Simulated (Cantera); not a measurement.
Feed: 1 mol SiH2Cl2, 25 mol NH3, equilibrated at 1598.15 K and 9.20 mbar.

Method: chemical equilibrium by Gibbs-energy minimisation in Cantera with the NASA 1993 tables (ideal gas, pure condensed phases). Candidate condensed phases: NH4Cl, Si, Si3N4; 28 gas species. Rates play no part.

What is the equilibrium state?


- x(H2): 0.731
- x(N2): 0.231
- x(HCl): 0.0357
- x(SiCl2): 0.00159
- x(H): 0.000475
- x(Cl): 1.84e-5
- x(SiCl3): 8.76e-6
- x(SiCl): 3.60e-6
- x(Si): 2.70e-6
- n(Si3N4(s)): 0.306 mol
- gas amount: 51.40 mol
- log10 activity of Si(s) (absent): -0.58
